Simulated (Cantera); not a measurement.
A perfectly stirred reactor is fed with CH₄ : CO₂ = 1 : 0.41 (molar parts), at 950000 Pa; it is held at 2223 K, and followed from long to short residence time.

Cantera simulation using GRI-Mech 3.0 (53 species, 325 reactions); the numbers are that mechanism's predictions, not measurements. GRI-Mech 3.0 stops at C3 and has no aromatics, soot or wall deposition, so with more carbon than oxygen in the feed, carbon stays in small species such as C2H2 where larger ones or solid carbon would form.

Q: What does this change do: pressure from 950000 Pa to 50000 Pa?

A: 
| quantity | before | after |
|---|---|---|
| x(CH₄) at τ = 1.00 s | 0.00653 | 0.00116 |
| x(CO₂) at τ = 1.00 s | 1.76e-5 | 5.56e-5 |
| x(O) at τ = 1.00 s | 5.85e-11 | 2.83e-9 |
| x(H₂) at τ = 1.00 s | 0.597 | 0.597 |
| x(H) at τ = 1.00 s | 0.00162 | 0.00697 |
| x(CH₄) at τ = 18.0 ms | 0.0105 | 0.00924 |
| x(CO₂) at τ = 18.0 ms | 0.000854 | 0.00281 |
| x(O) at τ = 18.0 ms | 2.50e-9 | 9.60e-8 |
| x(H₂) at τ = 18.0 ms | 0.587 | 0.573 |
| x(H) at τ = 18.0 ms | 0.00160 | 0.00598 |
